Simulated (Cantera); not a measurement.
Feed: 1 mol Al, 0.9 mol N₂, 7.2 mol H₂O, held at 2000 K and 100000 Pa.

Cantera equilibrium calculation (NASA polynomials, part measured and part estimated; ideal gas, pure solids and liquids). Candidate condensed phases: Al, AlN, Al₂O₃, H₂O; 35 gas species. Gases not in the tables: Al(OH)₃. Kinetics and transport are ignored.

Base state: H₂O 0.703, H₂ 0.185, N₂ 0.111, H 0.000699, OH 0.000266 (mole fractions); condensed: Al₂O₃(s).

Question: What changes in the equilibrium state with this change: pressure from 100000 Pa to 1000 Pa?

Answer: 
```json
[
 {"species": "H₂O", "before": "0.703", "after": "0.697"},
 {"species": "H₂", "before": "0.185", "after": "0.182"},
 {"species": "N₂", "before": "0.111", "after": "0.111"},
 {"species": "H", "before": "0.000699", "after": "0.00695"},
 {"species": "O₂", "before": "1.20e-6", "after": "0.000121"},
 {"species": "O", "before": "7.34e-7", "after": "7.37e-5"},
 {"species": "NO", "before": "6.88e-6", "after": "6.90e-5"},
 {"species": "Al₂O₃(s), mol", "before": "0.500", "after": "0.500"}
]
```
